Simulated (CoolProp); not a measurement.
Vapour-liquid equilibrium of propane (1) + n-perfluorobutane (2) at 330 K; x and y are mole fractions of (1).

Values from CoolProp's multi-fluid Helmholtz-energy mixture model, Lemmon 2009 and Gao 2022; pair parameters Bell 2016.

**Question.** Give the bubble pressure and the first vapour's composition at x = 0.15, 0.35, 0.55. Is there an azeotrope?

**Answer.** x = 0.15: 1.089 MPa, y = 0.401; x = 0.35: 1.489 MPa, y = 0.597; x = 0.55: 1.747 MPa, y = 0.705. y crosses x between x = 0.85 and 0.95: the model has an azeotrope there.

Pair parameters are fitted to limited data, so mixtures are less certain than the pure fluids.
